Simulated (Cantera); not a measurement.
What does this Cantera script print?

```python
import numpy as np
import cantera as ct

gas_names = """
    Cu CuO Cu2 N NO NO2 NO3 N2 N2O O O2 O3
""".split()
cond_names = """
    Cu(cr) Cu(L) CuO(s) Cu2O(s) Cu2O(L)
""".split()


# ... load() reads the species with a 1 bar reference pressure and builds the phases ...
atoms = {
    'Cu': {'Cu': 1},
    'O2': {'O': 2},
    'N2': {'N': 2},
}
top_T = {'CuO(s)': 1390}  # K; cautious upper limits of use, not melting points


# ... equilibrate(T, P, feed) seeds the gas with the atoms and calls Mixture.equilibrate('TP', solver="vcs", rtol=1e-11, max_steps=5000) ...
results = []
T = 1823.15  # K
P = 21  # Pa
for m in [2.2, 3.9, 7.1, 13, 23, 41, 75]:
    feed = {'Cu': 1, 'O2': 2.7, 'N2': m}  # mol
    mix = equilibrate(T, P, feed)
    results.append((T, P, feed, dict(zip(mix.species_names, mix.species_moles))))

top = {s: max(r[3][s] / sum(r[3][g] for g in gas_names) for r in results) for s in gas_names}
cols = sorted((s for s in top if top[s] > 1e-06), key=lambda s: -top[s])[:7]
seen = [c for c in cond_names if any(r[3].get(c, 0) > 1e-12 for r in results)]
print("log10 of partial pressures in bar; condensed amounts in mol")
print(f"{'n(N2)':>10s}" + "".join(f"{s[:9]:>10s}" for s in cols + seen))
for T, P, feed, n in results:
    ng = sum(n[g] for g in gas_names)
    print(f"{feed['N2']:10.4g}" + "".join(f"{np.log10(max(n[s] / ng * P / 1e5, 1e-99)):10.3f}" for s in cols)
          + "".join(f"{n.get(c, 0):10.4g}" for c in seen))
```

Result:

```
log10 of partial pressures in bar; condensed amounts in mol
     n(N2)        N2        O2        Cu         O        NO       CuO       Cu2
       2.2    -4.110    -4.024    -4.451    -5.833    -6.024    -7.353    -8.424
       3.9    -3.971    -4.135    -4.560    -5.888    -6.010    -7.518    -8.644
       7.1    -3.863    -4.289    -4.713    -5.966    -6.033    -7.747    -8.948
        13    -3.789    -4.481    -4.902    -6.061    -6.092    -8.032    -9.326
        23    -3.744    -4.688    -5.105    -6.165    -6.173    -8.339    -9.733
        41    -3.716    -4.916    -5.329    -6.279    -6.273    -8.677   -10.180
        75    -3.700    -5.168    -5.574    -6.405    -6.391    -9.048   -10.671
```

Cantera equilibrium calculation (NASA polynomials, part measured and part estimated; ideal gas, pure solids and liquids).
